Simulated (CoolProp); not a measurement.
Saturation properties of oxygen (Tc = 154.6 K, pc = 5046 kPa, ω = 0.022).

The numbers come from the reference Helmholtz-energy equation of state, Schmidt 1985 in CoolProp.

```json
[
 {"T (K)": "77.7", "p (kPa)": "21.83", "vapour Z": "0.9897", "surface tension (mN/m)": "16.3", "liquid conductivity (mW/(m K))": "(withheld)"},
 {"T (K)": "84.1", "p (kPa)": "51.00", "vapour Z": "0.9806", "surface tension (mN/m)": "(withheld)", "liquid conductivity (mW/(m K))": "160"},
 {"T (K)": "90.6", "p (kPa)": "105.8", "vapour Z": "0.9669", "surface tension (mN/m)": "13.0", "liquid conductivity (mW/(m K))": "150"},
 {"T (K)": "97", "p (kPa)": "195.8", "vapour Z": "0.9483", "surface tension (mN/m)": "11.5", "liquid conductivity (mW/(m K))": "141"},
 {"T (K)": "103.5", "p (kPa)": "337.2", "vapour Z": "0.9238", "surface tension (mN/m)": "9.90", "liquid conductivity (mW/(m K))": "131"},
 {"T (K)": "109.9", "p (kPa)": "(withheld)", "vapour Z": "0.8939", "surface tension (mN/m)": "8.40", "liquid conductivity (mW/(m K))": "122"},
 {"T (K)": "116.3", "p (kPa)": "819.4", "vapour Z": "0.8579", "surface tension (mN/m)": "(withheld)", "liquid conductivity (mW/(m K))": "113"},
 {"T (K)": "122.8", "p (kPa)": "1198", "vapour Z": "0.8145", "surface tension (mN/m)": "5.53", "liquid conductivity (mW/(m K))": "103"},
 {"T (K)": "129.2", "p (kPa)": "1680", "vapour Z": "0.7643", "surface tension (mN/m)": "4.20", "liquid conductivity (mW/(m K))": "93.8"},
 {"T (K)": "135.7", "p (kPa)": "2298", "vapour Z": "0.7036", "surface tension (mN/m)": "2.92", "liquid conductivity (mW/(m K))": "84.4"}
]
```

### Question
Some entries are withheld; supply them.

### Answer

- 77.7, liquid conductivity (mW/(m K)): 169
- 84.1, surface tension (mN/m): 14.7
- 109.9, p (kPa): 539.7
- 116.3, surface tension (mN/m): 6.95

It boils at 90.2 K under 1 atm.

Thermal conductivity comes from a separate model (Lemmon 2004). Surface tension comes from a separate correlation (Mulero 2012).
